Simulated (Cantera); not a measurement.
A closed system holds: 1 mol Si, a varied amount of HF, held at 548 K and 1.00 bar.

Cantera equilibrium calculation (NASA polynomials, part measured and part estimated; ideal gas, pure solids and liquids). Candidate condensed phases: Si; 25 gas species. Kinetics and transport are ignored.

### Question
At 18 mol HF, list the 4 most abundant gas species with their mole fractions, and the condensed phases.

### Answer
HF 0.823, H2 0.118, SiF4 0.0589, H2F2 0.000503. Condensed: gas only.
